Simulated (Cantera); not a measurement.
**FeS2 + O2 (roasting and sulfation)**

Input: 1 mol FeS2, 1.2 mol O2, held at 800 °C and 1400000 Pa.

Equilibrium computed with Cantera from the NASA thermochemical tables; the gas is ideal and each condensed phase is pure. Candidate condensed phases: Fe, FeO, FeS, FeSO4, FeS2, Fe2O3, Fe2(SO4)3, Fe3O4, S; 12 gas species. Mutual solubility and eutectic melting of coexisting phases are not modelled. FeS: taken at fixed stoichiometry. Gases not in the tables: S3 to S7. Kinetics and transport are ignored.

- x(SO2) = 0.975
- x(S2) = 0.0196
- x(S2O) = 0.00565
- x(SO) = 3.41e-5
- n(FeS(s)) = 0.848 mol
- n(Fe3O4(s)) = 0.0507 mol
- gas amount = 1.124 mol
- log10 activity of S(l) (absent) = -0.83
- log10 activity of Fe(α) (absent) = -4.25
